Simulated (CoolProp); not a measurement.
Vapour-liquid equilibrium of isobutene (1) + acetone (2) at 63.25 °C; x and y are mole fractions of (1).

Values from CoolProp's multi-fluid Helmholtz-energy mixture model, Lemmon 2005 and Lemmon 2006; pair parameters Bell 2016.

| x | bubble pressure, mixture model (bar) | bubble pressure, Raoult's law (bar) | y, mixture model | y, Raoult's law |
|---|---|---|---|---|
| 0.05 | 2.049 | 1.644 | 0.385 | 0.256 |
| 0.125 | 3.073 | 2.180 | 0.607 | 0.483 |
| 0.2 | 3.942 | 2.716 | 0.707 | 0.621 |
| 0.275 | 4.662 | 3.252 | 0.763 | 0.713 |
| 0.35 | 5.253 | 3.788 | 0.800 | 0.779 |
| 0.425 | 5.739 | 4.324 | 0.827 | 0.829 |
| 0.5 | 6.148 | 4.860 | 0.847 | 0.868 |
| 0.575 | 6.507 | 5.396 | 0.865 | 0.899 |
| 0.65 | 6.838 | 5.932 | 0.883 | 0.924 |
| 0.725 | 7.161 | 6.468 | 0.900 | 0.945 |
| 0.8 | 7.490 | 7.004 | 0.921 | 0.963 |
| 0.875 | 7.832 | 7.540 | 0.945 | 0.979 |
| 0.95 | 8.190 | 8.076 | 0.975 | 0.992 |

The largest gap from Raoult's law is +45.1 % in bubble pressure, at x = 0.2. No azeotrope shows between x = 0.05 and 0.95.

Pair parameters are fitted to limited data, so mixtures are less certain than the pure fluids.
